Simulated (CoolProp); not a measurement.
Dry air at 293.15 K and 0.195 MPa is compressed adiabatically to 1.1 MPa with isentropic efficiency 0.6. Each further row changes one setting.

Computed with CoolProp (reference Helmholtz-energy equation of state, Lemmon 2000). It is a pseudo-pure fit of the blend.

| case | work (kJ/kg) | final temperature (K) | final density (kg/m³) |
|---|---|---|---|
| as stated | 314 | 599.9 | 6.36 |
| efficiency 1 | 188 | 479.3 | 7.97 |
| efficiency 0.65 | 290 | 576.9 | 6.62 |
